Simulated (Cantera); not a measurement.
An adiabatic, constant-volume homogeneous reactor starts with CH4 : O2 : N2 = 1 : 2 : 13.2 (molar parts), at 1475 K and 10.9 atm. Integrator tolerance rtol = 1e-08.

Detailed kinetics in Cantera: GRI-Mech 3.0 (53 species, 325 reactions).

Problem. What does this change do: CH4 1 to 0.47 parts?

Solution. 
```
quantity                                                              before                                    after
---------------------------------  -----------------------------------------  ---------------------------------------
time of steepest temperature rise                                   0.356 ms                                 0.261 ms
temperature at 1.00 s                                                 2793 K                                   2264 K
equilibrium temperature                                               2793 K                                   2264 K
x(CH4) at 1.00 s                       <1e-12 (gas-phase equilibrium <1e-12)    <1e-12 (gas-phase equilibrium <1e-12)
x(O2) at 1.00 s                      0.00665 (gas-phase equilibrium 0.00665)    0.0631 (gas-phase equilibrium 0.0631)
x(NO2) at 1.00 s                     3.62e-6 (gas-phase equilibrium 3.62e-6)  2.17e-5 (gas-phase equilibrium 2.17e-5)
x(CH2O) at 1.00 s                  9.24e-10 (gas-phase equilibrium 9.24e-10)    <1e-12 (gas-phase equilibrium <1e-12)
x(C2H6) at 1.00 s                      <1e-12 (gas-phase equilibrium <1e-12)    <1e-12 (gas-phase equilibrium <1e-12)
x(CO2) at 1.00 s                       0.0436 (gas-phase equilibrium 0.0436)    0.0297 (gas-phase equilibrium 0.0297)
```

Problem. What does this change do: constant pressure in place of constant volume?

Solution. 
| quantity | before | after |
|---|---|---|
| time of steepest temperature rise | 0.356 ms | 0.381 ms |
| temperature at 1.00 s | 2793 K | 2586 K |
| equilibrium temperature | 2793 K | 2586 K |
| x(CH4) at 1.00 s | <1e-12 (gas-phase equilibrium <1e-12) | <1e-12 (gas-phase equilibrium <1e-12) |
| x(O2) at 1.00 s | 0.00665 (gas-phase equilibrium 0.00665) | 0.00500 (gas-phase equilibrium 0.00500) |
| x(NO2) at 1.00 s | 3.62e-6 (gas-phase equilibrium 3.62e-6) | 1.73e-6 (gas-phase equilibrium 1.73e-6) |
| x(CH2O) at 1.00 s | 9.24e-10 (gas-phase equilibrium 9.24e-10) | 2.34e-10 (gas-phase equilibrium 2.34e-10) |
| x(C2H6) at 1.00 s | <1e-12 (gas-phase equilibrium <1e-12) | <1e-12 (gas-phase equilibrium <1e-12) |
| x(CO2) at 1.00 s | 0.0436 (gas-phase equilibrium 0.0436) | 0.0491 (gas-phase equilibrium 0.0491) |
